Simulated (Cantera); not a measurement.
A Cantera script and what it prints.

```python
import numpy as np
import cantera as ct

gas_names = """
    F FO FO2 F2 F2O H HF HNO HNO2 HNO3 HOF HO2 H2 H2F2 H2O H2O2 H3F3 H4F4 H5F5 H6F6 H7F7 N NF NF2 NF3 NH
    NH2 NH3 NH2OH NO NO2 NO3 N2 N2H2 N2H4 N2O O OH O2 O3 Si SiF SiF2 SiF3 SiF4 SiH SiHF3 SiH2 SiH2F2
    SiH3 SiH3F SiH4 SiN SiO SiO2 Si2 Si2N Si3
""".split()
cond_names = """
    H2O(s) H2O(L) Si(cr) Si(L) SiO2(Lqz) SiO2(hqz) SiO2(L) Si2N2O(s) Si3N4(a)
""".split()


def load(file, names, dense=False):
    # The tables refer to 1 bar. Condensed volumes are neglected.
    table = {s.name: s for s in ct.Species.list_from_file(file)}
    out = []
    for n in names:
        d = dict(table[n].input_data)
        d["thermo"] = dict(d["thermo"], **{"reference-pressure": 1e5})
        if dense:
            d["equation-of-state"] = {"model": "constant-volume", "density": "1e6 g/cm^3"}
        out.append(ct.Species.from_dict(d))
    return out


gas = ct.Solution(thermo="ideal-gas", species=load("nasa_gas.yaml", gas_names))
cond = {s.name: ct.Solution(thermo="fixed-stoichiometry", species=[s], name=s.name)
        for s in load("nasa_condensed.yaml", cond_names, dense=True)}
atoms = {
    'Si3N4': {'Si': 3, 'N': 4},
    'H2O': {'H': 2, 'O': 1},
    'H2': {'H': 2},
    'HF': {'H': 1, 'F': 1},
}
top_T = {'Si2N2O(s)': 2100, 'Si3N4(a)': 2400}  # K; cautious upper limits of use, not melting points


def equilibrate(T, P, feed):
    n = {}
    for name, mol in feed.items():
        for a, k in atoms[name].items():
            n[a] = n.get(a, 0.0) + k * mol
    gas.TPX = T, P, n
    mass = sum(n.values()) * gas.mean_molecular_weight
    gas.equilibrate("TP")
    valid = [c for c in cond.values() if c.min_temp <= T <= top_T.get(c.name, c.max_temp)]
    mix = ct.Mixture([(gas, mass / gas.mean_molecular_weight)] + [(c, 0.0) for c in valid])
    mix.T, mix.P = T, P
    mix.equilibrate("TP", solver="vcs", rtol=1e-11, max_steps=5000)
    return mix


results = []
feed = {'Si3N4': 1, 'H2O': 0.25, 'H2': 7.3, 'HF': 1.2}  # mol
T = 923  # K
P = 2.1  # Pa
mix = equilibrate(T, P, feed)
results.append((T, P, feed, dict(zip(mix.species_names, mix.species_moles))))
x = sorted(zip(gas.X, gas.species_names), reverse=True)
print(f"T = {T:g} K  P = {P:g} Pa  gas = {mix.phase_moles(0):.4g} mol")
print("   x: " + "  ".join(f"{s} {v:.3e}" for v, s in x if v > 1e-05))
print("   condensed (mol): " + ("  ".join(f"{mix.phase(i).name} {mix.phase_moles(i):.4g}"
      for i in range(1, mix.n_phases) if mix.phase_moles(i) > 1e-12) or "none"))
```

It prints:

```
T = 923 K  P = 2.1 Pa  gas = 8.734 mol
   x: H2 9.330e-01  SiF4 3.420e-02  N2 3.239e-02  HF 3.924e-04  SiHF3 4.465e-05  SiF3 1.939e-05
   condensed (mol): Si2N2O(s) 0.25  Si3N4(a) 0.7336
```

Method: chemical equilibrium by Gibbs-energy minimisation in Cantera with the NASA 1993 tables (ideal gas, pure condensed phases). The tables' values for SiF3 are old estimates; treat these amounts as uncertain.
